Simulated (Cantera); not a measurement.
Cantera with NASA thermochemical tables; ideal gases at 1 bar, condensed phases pure. Values are per mole of reaction as written; species without (g) are pure solids or liquids, kept so even where they would boil at 1 bar. ZrN: taken at fixed stoichiometry.

N(g) + ZrO2 + 2 H(g) → ZrN + H2O2(g)

```csv
T (K),ΔH° (kJ),ΔS° (J/K),ΔG° (kJ),log10 K,condensed phases
600,-323.0,-183.6,-212.8,18.53,"ZrO2(monoclinic), ZrN(s)"
700,?,?,?,?,"ZrO2(monoclinic), ZrN(s)"
800,?,?,?,?,"ZrO2(monoclinic), ZrN(s)"
900,-331.2,-194.7,-155.9,9.05,"ZrO2(monoclinic), ZrN(s)"
1000,-333.6,-197.2,-136.3,7.12,"ZrO2(monoclinic), ZrN(s)"
1100,?,?,?,?,"ZrO2(monoclinic), ZrN(s)"
1200,-337.9,-201.2,-96.5,4.20,"ZrO2(monoclinic), ZrN(s)"
1300,-339.8,-202.7,-76.3,3.06,"ZrO2(monoclinic), ZrN(s)"
1400,-341.6,-204.1,-55.9,2.09,"ZrO2(monoclinic), ZrN(s)"
1500,?,?,?,?,"ZrO2(tetragonal), ZrN(s)"
```

Task: Some entries are withheld; supply them.

Result: 
- 700, ΔH° (kJ): -325.9
- 700, ΔS° (J/K): -188.1
- 700, ΔG° (kJ): -194.2
- 700, log10 K: 14.49
- 800, ΔH° (kJ): -328.6
- 800, ΔS° (J/K): -191.7
- 800, ΔG° (kJ): -175.3
- 800, log10 K: 11.44
- 1100, ΔH° (kJ): -335.8
- 1100, ΔS° (J/K): -199.3
- 1100, ΔG° (kJ): -116.5
- 1100, log10 K: 5.53
- 1500, ΔH° (kJ): -349.2
- 1500, ΔS° (J/K): -209.2
- 1500, ΔG° (kJ): -35.4
- 1500, log10 K: 1.23
